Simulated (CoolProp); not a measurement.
R1224YDZ along the isobar 3040 kPa: Z from the reference equation and from simpler models built on Tc = 428.7 K, pc = 3334 kPa, ω = 0.325; each cubic takes its own stable root.

Computed with CoolProp (reference Helmholtz-energy equation of state, Akasaka 2023).

```
T (K)   phase  reference  Soave-Redlich-Kwong  Peng-Robinson
-----  ------  ---------  -------------------  -------------
273.8  liquid     0.1384               0.1541         0.1366
290.4  liquid     0.1344               0.1496         0.1325
307    liquid     0.1313               0.1464         0.1295
323.6  liquid     0.1291               0.1443         0.1276
340.2  liquid     0.1277               0.1436         0.1269
356.8  liquid     0.1274               0.1446         0.1277
373.5  liquid     0.1283               0.1477         0.1306
390.1  liquid     0.1313               0.1544         0.1367
406.7  liquid     0.1380               0.1686         0.1499
439.9     gas     0.6175               0.6277         0.5999
456.5     gas     0.6951               0.7026         0.6755
473.1     gas     0.7472               0.7546         0.7283
```
